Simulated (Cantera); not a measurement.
A perfectly stirred reactor is fed with NH3 : N2 = 0.14 : 0.78 (molar parts), at 2670 Pa; it is held at 1950 K, and followed from long to short residence time.

Detailed kinetics in Cantera: the gas-phase N/H chemistry of the illustrative SiF4/NH3 mechanism in the Surface Chemkin manual (1991). Walls and surfaces, which speed up NH3 decomposition in real reactors, are not modelled.

x: mole fraction; the columns are a selection and need not sum to one.

| τ (s) | x NH3 | x N2H2 | x N2H4 | x NH2 | x H | x H2 | x N2 |
|---|---|---|---|---|---|---|---|
| 22 | 0.00965 | 4.83e-8 | 5.81e-11 | 5.57e-5 | 0.000375 | 0.185 | 0.805 |
| 4.7 | 0.0324 | 2.15e-7 | 3.42e-10 | 0.000135 | 0.000228 | 0.156 | 0.812 |
| 1.0 | 0.0790 | 6.82e-7 | 1.35e-9 | 0.000269 | 0.000115 | 0.0950 | 0.826 |
| 0.22 | 0.124 | 1.27e-6 | 3.22e-9 | 0.000415 | 4.33e-5 | 0.0357 | 0.839 |
| 0.048 | 0.145 | 1.39e-6 | 5.07e-9 | 0.000520 | 1.19e-5 | 0.00821 | 0.846 |
| 0.010 | 0.151 | ? | ? | ? | ? | ? | 0.848 |
| 0.0023 | 0.152 | 3.88e-8 | 2.32e-10 | 0.000111 | 3.45e-7 | 6.61e-5 | 0.848 |
| 0.00049 | 0.152 | ? | 1.05e-11 | ? | ? | ? | 0.848 |
| 0.00011 | 0.152 | 4.95e-11 | <1e-12 | 5.14e-6 | 2.64e-7 | 2.44e-6 | 0.848 |

Problem. Some entries are withheld; supply them.

Solution. 
- 0.010, x N2H2: 5.65e-7
- 0.010, x N2H4: 2.74e-9
- 0.010, x NH2: 0.000382
- 0.010, x H: 1.59e-6
- 0.010, x H2: 0.000847
- 0.00049, x N2H2: 1.34e-9
- 0.00049, x NH2: 2.38e-5
- 0.00049, x H: 2.87e-7
- 0.00049, x H2: 1.18e-5
